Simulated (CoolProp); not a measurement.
Vapour-liquid equilibrium of diethyl ether (1) + acetone (2) at 363.7 K; x and y are mole fractions of (1).

Model: multi-fluid Helmholtz-energy mixture model, Thol 2014 and Lemmon 2006; pair parameters Bell 2016, in CoolProp.

| x | bubble pressure (kPa) | y at the bubble point | dew pressure at overall composition x (kPa) | liquid density (mol/L) |
|---|---|---|---|---|
| 0.05 | 311.1 | 0.107 | 299.4 | 11.91 |
| 0.2 | 371.2 | 0.353 | 331.6 | 11.19 |
| 0.35 | 422.6 | 0.520 | 370.3 | 10.53 |
| 0.5 | 463.0 | 0.641 | 416.1 | 9.936 |
| 0.65 | 493.1 | 0.740 | 466.0 | 9.404 |
| 0.8 | 514.0 | 0.836 | 507.4 | 8.935 |
| 0.95 | 524.1 | 0.951 | 524.1 | 8.531 |

No azeotrope shows between x = 0.05 and 0.95.

Pair parameters are fitted to limited data, so mixtures are less certain than the pure fluids.
